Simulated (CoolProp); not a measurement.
Values from CoolProp's reference Helmholtz-energy equation of state, Lemmon 2006. It is a short technical equation, of lower accuracy than the large ones.

Problem. Give the vapour pressure (MPa), enthalpy of vaporisation (kJ/kg), vapour Z of saturated CH3F (R41) at 162.1, 207.3 K.

Solution. 
```csv
T (K),p (MPa),enthalpy of vaporisation (kJ/kg),vapour Z
162.1,0.0110,529,0.989
207.3,0.193,470,0.937
```
